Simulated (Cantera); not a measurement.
A Cantera script and what it prints.

```python
import numpy as np
import cantera as ct

gas_names = """
    H HI HO2 H2 H2O H2O2 I I2 O OH O2 O3
""".split()
cond_names = """
    H2O(s) H2O(L) I2(cr) I2(L)
""".split()


def load(file, names, dense=False):
    # The tables refer to 1 bar. Condensed volumes are neglected.
    table = {s.name: s for s in ct.Species.list_from_file(file)}
    out = []
    for n in names:
        d = dict(table[n].input_data)
        d["thermo"] = dict(d["thermo"], **{"reference-pressure": 1e5})
        if dense:
            d["equation-of-state"] = {"model": "constant-volume", "density": "1e6 g/cm^3"}
        out.append(ct.Species.from_dict(d))
    return out


gas = ct.Solution(thermo="ideal-gas", species=load("nasa_gas.yaml", gas_names))
cond = {s.name: ct.Solution(thermo="fixed-stoichiometry", species=[s], name=s.name)
        for s in load("nasa_condensed.yaml", cond_names, dense=True)}
atoms = {
    'HI': {'H': 1, 'I': 1},
    'O2': {'O': 2},
    'H2': {'H': 2},
}
top_T = {}  # K; cautious upper limits of use, not melting points


def equilibrate(T, P, feed):
    n = {}
    for name, mol in feed.items():
        for a, k in atoms[name].items():
            n[a] = n.get(a, 0.0) + k * mol
    gas.TPX = T, P, n
    mass = sum(n.values()) * gas.mean_molecular_weight
    gas.equilibrate("TP")
    valid = [c for c in cond.values() if c.min_temp <= T <= top_T.get(c.name, c.max_temp)]
    mix = ct.Mixture([(gas, mass / gas.mean_molecular_weight)] + [(c, 0.0) for c in valid])
    mix.T, mix.P = T, P
    mix.equilibrate("TP", solver="vcs", rtol=1e-11, max_steps=5000)
    return mix


results = []
feed = {'HI': 1, 'O2': 0.031, 'H2': 0.21}  # mol
T = 2673.15  # K
for P in [10, 120, 1400, 17000, 210000, 2500000, 30000000]:
    mix = equilibrate(T, P, feed)
    results.append((T, P, feed, dict(zip(mix.species_names, mix.species_moles))))
    x = sorted(zip(gas.X, gas.species_names), reverse=True)
    print(f"T = {T:g} K  P = {P:g} Pa  gas = {mix.phase_moles(0):.4g} mol")
    print("   x: " + "  ".join(f"{s} {v:.3e}" for v, s in x if v > 0.0001))
    print("   condensed (mol): " + ("  ".join(f"{mix.phase(i).name} {mix.phase_moles(i):.4g}"
          for i in range(1, mix.n_phases) if mix.phase_moles(i) > 1e-12) or "none"))
```

Result:

```
T = 2673.15 K  P = 10 Pa  gas = 2.451 mol
   x: H 5.550e-01  I 4.080e-01  O 2.432e-02  H2 1.171e-02  OH 8.017e-04
   condensed (mol): none
T = 2673.15 K  P = 120 Pa  gas = 2.249 mol
   x: I 4.438e-01  H 4.399e-01  H2 8.829e-02  O 1.717e-02  OH 5.383e-03  H2O 4.333e-03  HI 7.448e-04  O2 3.410e-04
   condensed (mol): none
T = 2673.15 K  P = 1400 Pa  gas = 1.918 mol
   x: I 5.164e-01  H2 2.360e-01  H 2.106e-01  H2O 2.377e-02  OH 5.288e-03  HI 4.839e-03  O 3.019e-03  O2 1.231e-04
   condensed (mol): none
T = 2673.15 K  P = 17000 Pa  gas = 1.756 mol
   x: I 5.483e-01  H2 3.244e-01  H 7.084e-02  H2O 3.323e-02  HI 2.099e-02  OH 1.810e-03  O 2.530e-04  I2 1.369e-04
   condensed (mol): none
T = 2673.15 K  P = 210000 Pa  gas = 1.665 mol
   x: I 5.250e-01  H2 3.429e-01  HI 7.263e-02  H2O 3.667e-02  H 2.072e-02  I2 1.550e-03  OH 5.526e-04
   condensed (mol): none
T = 2673.15 K  P = 2.5e+06 Pa  gas = 1.544 mol
   x: I 4.268e-01  H2 3.186e-01  HI 1.964e-01  H2O 3.997e-02  I2 1.220e-02  H 5.790e-03  OH 1.811e-04
   condensed (mol): none
T = 2673.15 K  P = 3e+07 Pa  gas = 1.384 mol
   x: HI 3.733e-01  H2 2.809e-01  I 2.494e-01  I2 4.999e-02  H2O 4.475e-02  H 1.569e-03
   condensed (mol): none
```

Method: chemical equilibrium by Gibbs-energy minimisation in Cantera with the NASA 1993 tables (ideal gas, pure condensed phases). The ideal-gas law is rough above about 30 bar.
